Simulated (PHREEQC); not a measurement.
A solution holds 0.58 mol K2SO4 per kg of water, at 25 °C. Closed to the air; pH follows from the charge balance.

Computed with PHREEQC (ion-association model, phreeqc.dat).

No solid was allowed to form.

Task: Estimate the ionic strength, density, activity of water.

Result: ionic strength 1.22 mol/kgw; density 1.072 g/cm³; activity of water 0.975.

Task: In which forms is S present?

Result: SO4-2 55 %, KSO4- 45 % of the S.

The ionic strength is past about 0.7 mol/kgw, beyond the range of this activity model, so the values are rough.
